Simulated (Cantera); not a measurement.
Thermodynamics of fluorocarbon and chlorocarbon gases, feed CCl₄ + F₂

Input: 1 mol CCl₄, a varied amount of F₂, held at 2475 K and 1330 Pa.

Equilibrium computed with Cantera from the NASA thermochemical tables; the gas is ideal and each condensed phase is pure. Candidate condensed phases: C; 27 gas species. Gases not in the tables: C₂F₆ and larger saturated fluorocarbons. Equilibrium is a limit: real reactors are often held back by kinetics, nucleation or transport.

```json
[
 {"n(F₂) (mol)": "0.018", "log p Cl": "-1.88", "log p F": "-3.95", "log p CF₂": "-5.77", "log p CF": "-5.47", "n C(graphite)": "0.998"},
 {"n(F₂) (mol)": "0.042", "log p Cl": "-1.88", "log p F": "-3.60", "log p CF₂": "-5.07", "log p CF": "-5.12", "n C(graphite)": "0.995"},
 {"n(F₂) (mol)": "0.098", "log p Cl": "-1.90", "log p F": "-3.27", "log p CF₂": "-4.42", "log p CF": "-4.79", "n C(graphite)": "0.982"},
 {"n(F₂) (mol)": "0.23", "log p Cl": "-1.92", "log p F": "-2.98", "log p CF₂": "-3.82", "log p CF": "-4.50", "n C(graphite)": "0.939"},
 {"n(F₂) (mol)": "0.54", "log p Cl": "-1.96", "log p F": "-2.72", "log p CF₂": "-3.31", "log p CF": "-4.24", "n C(graphite)": "0.798"},
 {"n(F₂) (mol)": "1.3", "log p Cl": "-2.05", "log p F": "-2.52", "log p CF₂": "-2.90", "log p CF": "-4.04", "n C(graphite)": "0.377"},
 {"n(F₂) (mol)": "2.9", "log p Cl": "-2.21", "log p F": "-2.25", "log p CF₂": "-2.86", "log p CF": "-4.27", "n C(graphite)": "0"}
]
```
log p: log10 of the partial pressure in bar; n: condensed amount in mol.

From 0.018 mol F₂ to 1.3 mol F₂ the condensed part is C(graphite). At 2.9 mol F₂ nothing is condensed. The main C-bearing gas is CF at 0.018 mol F₂ and CF₂ at 2.9 mol F₂. The share of C in condensed phases is highest at 0.018 mol F₂ (99.8 %) and lowest at 2.9 mol F₂ (0.0 %).
